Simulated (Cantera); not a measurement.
A perfectly stirred reactor is fed with H₂ : O₂ : N₂ = 0.36 : 1 : 0.94 (molar parts), at 0.0316 atm; it is held at 1100 K, and followed from long to short residence time.

Computed with Cantera and GRI-Mech 3.0 (53 species, 325 reactions). Radical loss at walls, strong at low pressure, is not modelled. The temperature is held fixed by assumption; the heat of reaction is taken as removed at once.

x: mole fraction; the columns are a selection and need not sum to one.

```tsv
τ (s)	x H₂	x O₂	x N₂O	x NO	x H₂O
11	0.000112	0.387	___	3.83e-8	0.170
3.7	0.000226	0.387	___	3.80e-8	0.169
1.3	0.000440	0.386	___	5.17e-8	0.169
0.46	0.000840	0.386	___	8.67e-8	0.168
0.16	0.00160	0.385	___	1.59e-7	0.167
0.057	0.00295	0.384	___	2.85e-7	0.164
0.020	0.00544	0.382	___	4.85e-7	0.158
0.0070	0.00986	0.379	___	7.04e-7	0.146
0.0025	0.0174	0.376	___	7.25e-7	0.128
0.00086	0.0320	0.378	___	4.14e-7	0.102
```

Task: What belongs in the gaps?

Result: 
- 11, x N₂O: 3.38e-8
- 3.7, x N₂O: 2.85e-8
- 1.3, x N₂O: 2.33e-8
- 0.46, x N₂O: 1.84e-8
- 0.16, x N₂O: 1.39e-8
- 0.057, x N₂O: 1.02e-8
- 0.020, x N₂O: 7.15e-9
- 0.0070, x N₂O: 4.82e-9
- 0.0025, x N₂O: 3.09e-9
- 0.00086, x N₂O: 1.70e-9
